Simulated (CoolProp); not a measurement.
R115 at 293.15 K and 7.85 MPa is throttled through a valve to 2.74 MPa with no heat exchange. Each further row changes one setting.

Model: reference Helmholtz-energy equation of state, Lemmon 2016, in CoolProp.

| case | temperature change (K) | final density (kg/m³) |
|---|---|---|
| as stated | +0.4 | (withheld) |
| outlet pressure 0.822 MPa | (withheld) | (withheld) |
| outlet pressure 3.56 MPa | +0.4 | (withheld) |

Task: What belongs in the gaps?

Result: 
- as stated, final density (kg/m³): 1330
- outlet pressure 0.822 MPa, temperature change (K): +0.3
- outlet pressure 0.822 MPa, final density (kg/m³): 1310
- outlet pressure 3.56 MPa, final density (kg/m³): 1340
